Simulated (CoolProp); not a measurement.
Vapour-liquid equilibrium of R143a (1) + R134a (2) at 0.744 MPa; x and y are mole fractions of (1).

Model: multi-fluid Helmholtz-energy mixture model, Lemmon and Jacobsen 2000 and Tillner-Roth 1994; pair parameters Lemmon 2004, in CoolProp.

```json
[
 {"x": "0.05", "bubble temperature (°C)": "?", "y at the bubble point": "0.080", "dew temperature at overall composition x (°C)": "27.9", "liquid density (mol/L)": "11.71"},
 {"x": "0.125", "bubble temperature (°C)": "25.4", "y at the bubble point": "0.193", "dew temperature at overall composition x (°C)": "26.6", "liquid density (mol/L)": "11.74"},
 {"x": "0.2", "bubble temperature (°C)": "?", "y at the bubble point": "0.296", "dew temperature at overall composition x (°C)": "25.3", "liquid density (mol/L)": "11.77"},
 {"x": "0.275", "bubble temperature (°C)": "21.5", "y at the bubble point": "0.391", "dew temperature at overall composition x (°C)": "23.8", "liquid density (mol/L)": "11.79"},
 {"x": "0.35", "bubble temperature (°C)": "?", "y at the bubble point": "0.478", "dew temperature at overall composition x (°C)": "22.4", "liquid density (mol/L)": "11.82"},
 {"x": "0.425", "bubble temperature (°C)": "17.9", "y at the bubble point": "0.559", "dew temperature at overall composition x (°C)": "20.8", "liquid density (mol/L)": "11.84"},
 {"x": "0.5", "bubble temperature (°C)": "16.2", "y at the bubble point": "0.632", "dew temperature at overall composition x (°C)": "19.2", "liquid density (mol/L)": "11.86"},
 {"x": "0.575", "bubble temperature (°C)": "14.5", "y at the bubble point": "0.701", "dew temperature at overall composition x (°C)": "17.5", "liquid density (mol/L)": "11.88"},
 {"x": "0.65", "bubble temperature (°C)": "12.9", "y at the bubble point": "0.763", "dew temperature at overall composition x (°C)": "15.8", "liquid density (mol/L)": "11.90"},
 {"x": "0.725", "bubble temperature (°C)": "11.3", "y at the bubble point": "?", "dew temperature at overall composition x (°C)": "13.9", "liquid density (mol/L)": "11.91"},
 {"x": "0.8", "bubble temperature (°C)": "9.8", "y at the bubble point": "0.875", "dew temperature at overall composition x (°C)": "11.9", "liquid density (mol/L)": "11.92"},
 {"x": "0.875", "bubble temperature (°C)": "8.4", "y at the bubble point": "?", "dew temperature at overall composition x (°C)": "9.8", "liquid density (mol/L)": "11.93"},
 {"x": "0.95", "bubble temperature (°C)": "6.9", "y at the bubble point": "0.971", "dew temperature at overall composition x (°C)": "7.6", "liquid density (mol/L)": "11.94"}
]
```

Task: What belongs in the gaps?

Result: 
- 0.05, bubble temperature (°C): 27.4
- 0.2, bubble temperature (°C): 23.4
- 0.35, bubble temperature (°C): 19.7
- 0.725, y at the bubble point: 0.821
- 0.875, y at the bubble point: 0.925

No azeotrope shows between x = 0.05 and 0.95.

The pair parameters rest on a limited set of measurements; away from them the model extrapolates.
